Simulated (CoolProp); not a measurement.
Model: reference Helmholtz-energy equation of state, Lemmon 2006, in CoolProp. It is a short technical equation, of lower accuracy than the large ones.

Task: For toluene, give the phase and the density (kg/m³), speed of sound (m/s) at 194.75 °C and 4860 kPa.

Result: 
- 194.75 °C and 4860 kPa: liquid; density 695, speed of sound 696
